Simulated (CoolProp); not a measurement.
Ammonia along the isotherm 586.7 K: density (kg/m³) from the reference equation and from simpler models built on Tc = 405.6 K, pc = 11.36 MPa, ω = 0.256; each cubic takes its own stable root.

Model: reference Helmholtz-energy equation of state, Gao 2020, in CoolProp.

| p (MPa) | phase | reference |
|---|---|---|
| 0.316 | gas | 1.106 |
| 0.464 | gas | 1.626 |
| 0.681 | gas | 2.391 |
| 1 | gas | 3.520 |
| 1.47 | gas | 5.194 |
| 2.15 | gas | 7.639 |
| 3.16 | gas | 11.32 |
| 4.64 | gas | 16.83 |
| 6.81 | gas | 25.16 |
| 10 | gas | 37.96 |
| 14.7 | supercritical | 58.08 |
| 21.5 | supercritical | 89.82 |
| 31.6 | supercritical | 141.4 |
| 46.4 | supercritical | 216.5 |
| 68.1 | supercritical | 300.7 |
| 100 | supercritical | 376.8 |

**Question.** How far does each simpler model (Soave-Redlich-Kwong, Peng-Robinson) lie from the reference over these 16 states: mean and median of the absolute difference, and the worst?

**Answer.** 
- Soave-Redlich-Kwong: mean 4.7 %, median 0.9 %, worst -18.3 % at 586.7 K and 100 MPa
- Peng-Robinson: mean 2.7 %, median 0.3 %, worst -12.1 % at 586.7 K and 68.1 MPa
